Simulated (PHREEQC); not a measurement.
A PHREEQC input (ion-association model, phreeqc.dat):

```
SOLUTION 1
  temp 25
  units mg/L
  pH 6.69 charge
  pe 11.8
  Na 3.24
  K 0.00427
  Ca 3.86
  Mg 0.856
  Cl 4.66
  S(6) 9.42 as SO4
  Alkalinity 4.63 as HCO3
  B 0.00105
END
USE solution 1
EQUILIBRIUM_PHASES 1
  Gypsum 0 0
  CO2(g) -3.4 10
END
```

It stops with these messages:

```
ERROR: pH adustment cannot attain charge balance when alkalinity is fixed.
ERROR: Program terminating due to input errors.
```

The fault: pH asked from the charge balance while alkalinity is fixed. The line should read `pH 6.69` where the input has `pH 6.69 charge`. With the mend the run ends at pH 7.09 and ionic strength 0.000625 mol/kgw.
